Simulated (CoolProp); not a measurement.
Vapour-liquid equilibrium of p-xylene (1) + n-undecane (2) at 0.0539 MPa; x and y are mole fractions of (1).

Computed with CoolProp (multi-fluid Helmholtz-energy mixture model, Zhou 2012 and Aleksandrov 2011; pair parameters Bell 2016).

```
x      bubble temperature, mixture model (°C)  bubble temperature, Raoult's law (°C)  y, mixture model  y, Raoult's law
-----  --------------------------------------  -------------------------------------  ----------------  ---------------
0.05                                    166.7                                  166.2             0.169            0.187
0.125                                   159.9                                  158.9             0.368            0.395
0.2                                     153.8                                  152.7             0.517            0.543
0.275                                   148.4                                  147.2             0.630            0.652
0.35                                    143.5                                  142.4             0.716            0.733
0.425                                   139.2                                  138.1             0.782            0.795
0.5                                     135.2                                  134.3             0.835            0.844
0.575                                   131.6                                  130.9             0.876            0.882
0.65                                    128.3                                  127.8             0.909            0.913
0.725                                   125.3                                  124.9             0.936            0.939
0.8                                     122.6                                  122.3             0.958            0.960
0.875                                   120.0                                  119.9             0.976            0.977
0.95                                    117.7                                  117.6             0.991            0.992
```

The largest gap from Raoult's law is +1.2 K in bubble temperature, at x = 0.275. No azeotrope shows between x = 0.05 and 0.95.

The pair parameters rest on a limited set of measurements; away from them the model extrapolates.
